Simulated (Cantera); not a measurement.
An isothermal, constant-pressure homogeneous reactor starts with 3.18 % CH4, 96.5 % H2, 0.367 % H, at 1650 K and 11.3 Torr.

Detailed kinetics in Cantera: GRI-Mech 3.0 (53 species, 325 reactions). GRI-Mech 3.0 stops at C3 and has no aromatics, soot or wall deposition, so with more carbon than oxygen in the feed, carbon stays in small species such as C2H2 where larger ones or solid carbon would form. Radical loss at walls, strong at low pressure, is not modelled.

x: mole fraction; the columns are a selection and need not sum to one.

```
t (s)      x CH4   x H2       x H      x C2H6     x C2H
--------  ------  -----  --------  ----------  --------
0.000200  0.0304  0.966   0.00222  (withheld)  3.41e-12
0.000385  0.0304  0.966   0.00220  (withheld)  1.66e-11
0.000741  0.0303  0.966   0.00217     1.01e-5  6.85e-11
0.00143   0.0303  0.966   0.00210     1.04e-5  2.44e-10
0.00275   0.0301  0.966   0.00199     9.77e-6  7.28e-10
0.00529   0.0299  0.967   0.00181  (withheld)   1.74e-9
0.0102    0.0296  0.967   0.00155  (withheld)   3.20e-9
0.0196    0.0292  0.968   0.00124  (withheld)   4.53e-9
0.0378    0.0286  0.969  0.000958  (withheld)   5.29e-9
0.0728    0.0278  0.969  0.000749  (withheld)   5.70e-9
0.140     0.0268  0.970  0.000640  (withheld)   6.46e-9
0.270     0.0252  0.971  0.000613  (withheld)   8.37e-9
0.519     0.0226  0.972  0.000619  (withheld)   1.19e-8
1.00      0.0188  0.974  0.000634  (withheld)   1.75e-8
```

Task: What belongs in the gaps?

Result: 
- 0.000200, x C2H6: 5.02e-6
- 0.000385, x C2H6: 8.08e-6
- 0.00529, x C2H6: 8.72e-6
- 0.0102, x C2H6: 7.22e-6
- 0.0196, x C2H6: 5.48e-6
- 0.0378, x C2H6: 3.86e-6
- 0.0728, x C2H6: 2.68e-6
- 0.140, x C2H6: 2.02e-6
- 0.270, x C2H6: 1.68e-6
- 0.519, x C2H6: 1.38e-6
- 1.00, x C2H6: 9.81e-7
